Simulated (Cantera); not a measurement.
Charge: 1 mol Ta₂O₅, 6.1 mol C, 5.7 mol H₂, at 1373.15 K and 0.600 bar.

These are equilibrium values from Cantera (NASA tables, ideal gas, pure condensed phases), not measurements of a reactor. Candidate condensed phases: C, C₆H₆, C₇H₈, C₈H₁₈, H₂O, Ta, TaC, Ta₂O₅; 113 gas species. Mutual solubility and eutectic melting of coexisting phases are not modelled. TaC: taken at fixed stoichiometry. Condensed phases not in the tables: Ta₂C. The numbers say what is thermodynamically allowed, not how fast it happens.

Base state: H₂ 0.565, CO 0.432, H₂O 0.00167, CO₂ 0.000618, CH₄ 0.000397 (mole fractions); condensed: TaC(s) + Ta₂O₅(s).

Problem. What changes in the equilibrium state with this change: Ta₂O₅ replaced by CuO?

Solution. 
```csv
species,before,after
H₂,0.565,0.848
CO,0.432,0.149
CH₄,0.000397,0.00217
CO₂,0.000618,3.03e-5
H₂O,0.00167,0.000355
"TaC(s), mol",1.75,0
"Ta₂O₅(s), mol",0.126,0
"C(graphite), mol",0,5.09
"Cu(l), mol",0,1.000
```
Further candidate phases: Cu, CuO, Cu(OH)₂, Cu₂O.
